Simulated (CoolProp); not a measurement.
A Linde-Hampson liquefier for nitrogen: isothermal reversible compression at 290 K from 1 atm to 30 MPa, throttling to 1 atm, return gas leaving the recuperator 5 K below the feed. Each further row changes one setting.

Computed with CoolProp (reference Helmholtz-energy equation of state, Span 2000).

| case | liquid yield per pass | compression work (kJ/kg of gas) |
|---|---|---|
| as stated | 0.087 | 493 |
| high pressure 60 MPa | (withheld) | (withheld) |
| warm-end temperature 320 K | (withheld) | 547 |
| warm-end gap 10 K | 0.076 | 493 |

### Question
What belongs in the gaps?

### Answer

- high pressure 60 MPa, liquid yield per pass: 0.078
- high pressure 60 MPa, compression work (kJ/kg of gas): 570
- warm-end temperature 320 K, liquid yield per pass: 0.061
